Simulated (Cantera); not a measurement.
Source: NASA polynomial tables (part measured, part estimated), evaluated in Cantera. Values are per mole of reaction as written; species without (g) are pure solids or liquids, kept so even where they would boil at 1 bar.

Question: Between 625 and 1025 K, where is each reaction favourable under standard conditions?
- O(g) + 2 CuF2(g) ⇌ Cu2O + 4 F(g)

Answer: 
- O(g) + 2 CuF2(g) ⇌ Cu2O + 4 F(g): ΔG° is 407 kJ at 625 K and 381 kJ at 1025 K; it stays positive (K < 1). ΔH° is 454 kJ and ΔS° 72 J/K at 1025 K.
